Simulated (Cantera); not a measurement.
An adiabatic, constant-pressure homogeneous reactor starts with H2 : O2 : N2 = 1 : 0.333 : 1.25 (molar parts), at 1200 K and 2.10 bar. Integrator tolerance rtol = 1e-08.

Cantera simulation using GRI-Mech 3.0 (53 species, 325 reactions); the numbers are that mechanism's predictions, not measurements. The hydrogen kinetics of GRI-Mech 3.0 are dated; newer H2 mechanisms differ, most at raised pressure.

Q: What does this change do: constant volume in place of constant pressure?

A: 
```csv
quantity,before,after
time of steepest temperature rise,25.5 µs,24.7 µs
temperature at 0.200 s,2794 K,3009 K
equilibrium temperature,2794 K,3009 K
x(H2) at 0.200 s,0.145 (gas-phase equilibrium 0.145),0.147 (gas-phase equilibrium 0.147)
x(O2) at 0.200 s,0.000783 (gas-phase equilibrium 0.000783),0.00146 (gas-phase equilibrium 0.00146)
x(N2O) at 0.200 s,1.25e-7 (gas-phase equilibrium 1.25e-7),3.40e-7 (gas-phase equilibrium 3.40e-7)
x(H) at 0.200 s,0.0212 (gas-phase equilibrium 0.0212),0.0288 (gas-phase equilibrium 0.0288)
x(H2O2) at 0.200 s,1.38e-7 (gas-phase equilibrium 1.38e-7),3.82e-7 (gas-phase equilibrium 3.82e-7)
```
Above 3000 K some thermodynamic fits are extrapolated.

Q: What does this change do: H2 1 to 0.6 parts?

A: 
```tsv
quantity	before	after
time of steepest temperature rise	25.5 µs	24.2 µs
temperature at 0.200 s	2794 K	2767 K
equilibrium temperature	2794 K	2767 K
x(H2) at 0.200 s	0.145 (gas-phase equilibrium 0.145)	0.0259 (gas-phase equilibrium 0.0259)
x(O2) at 0.200 s	0.000783 (gas-phase equilibrium 0.000783)	0.0191 (gas-phase equilibrium 0.0191)
x(N2O) at 0.200 s	1.25e-7 (gas-phase equilibrium 1.25e-7)	7.02e-7 (gas-phase equilibrium 7.02e-7)
x(H) at 0.200 s	0.0212 (gas-phase equilibrium 0.0212)	0.00815 (gas-phase equilibrium 0.00815)
x(H2O2) at 0.200 s	1.38e-7 (gas-phase equilibrium 1.38e-7)	6.39e-7 (gas-phase equilibrium 6.39e-7)
```

Q: What does this change do: initial temperature 1200 to 950 K?

A: 
| quantity | before | after |
|---|---|---|
| time of steepest temperature rise | 25.5 µs | 40.5 ms |
| temperature at 0.200 s | 2794 K | 2672 K |
| equilibrium temperature | 2794 K | 2672 K |
| x(H2) at 0.200 s | 0.145 (gas-phase equilibrium 0.145) | 0.145 (gas-phase equilibrium 0.145) |
| x(O2) at 0.200 s | 0.000783 (gas-phase equilibrium 0.000783) | 0.000309 (gas-phase equilibrium 0.000309) |
| x(N2O) at 0.200 s | 1.25e-7 (gas-phase equilibrium 1.25e-7) | 6.61e-8 (gas-phase equilibrium 6.61e-8) |
| x(H) at 0.200 s | 0.0212 (gas-phase equilibrium 0.0212) | 0.0135 (gas-phase equilibrium 0.0135) |
| x(H2O2) at 0.200 s | 1.38e-7 (gas-phase equilibrium 1.38e-7) | 7.21e-8 (gas-phase equilibrium 7.21e-8) |
